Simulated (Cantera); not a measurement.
A closed system holds: 1 mol C₂H₂, 0.089 mol NH₃, 3.2 mol N₂, equilibrated at 1850 °C and 0.100 bar.

Method: chemical equilibrium by Gibbs-energy minimisation in Cantera with the NASA 1993 tables (ideal gas, pure condensed phases). Candidate condensed phases: C, C₆H₆, C₇H₈, C₈H₁₈; 92 gas species. Equilibrium is a limit: real reactors are often held back by kinetics, nucleation or transport.

Base state: N₂ 0.734, H₂ 0.250, HCN 0.00996, H 0.00567, HNC 0.000698, C₂H₂ (acetylene) 0.000414 (mole fractions); condensed: C(graphite).

Problem. What changes in the equilibrium state with this change: temperature from 1850 °C to 2727 °C?

Solution. 
| species | before | after |
|---|---|---|
| N₂ | 0.734 | 0.636 |
| H | 0.00567 | 0.167 |
| H₂ | 0.250 | 0.112 |
| HNC | 0.000698 | 0.0101 |
| HCN | 0.00996 | 0.0533 |
| C₃ | 4.81e-9 | 0.00312 |
| C₂ | <1e-9 | 0.000317 |
| C | 3.70e-9 | 0.000507 |
| C₅ | <1e-9 | 5.71e-5 |
| C(graphite), mol | 1.95 | 1.51 |
